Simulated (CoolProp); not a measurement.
Model: reference Helmholtz-energy equation of state, Lemmon 2005, in CoolProp. It is a short technical equation, of lower accuracy than the large ones.

Problem. For 1-butene, give the phase and the speed of sound (m/s) at 510 K and 0.989 MPa; 259.8 K and 0.0171 MPa; 271.6 K and 0.464 MPa.

Solution. 
- 510 K and 0.989 MPa: gas; speed of sound 273
- 259.8 K and 0.0171 MPa: gas; speed of sound 207
- 271.6 K and 0.464 MPa: liquid; speed of sound 1030
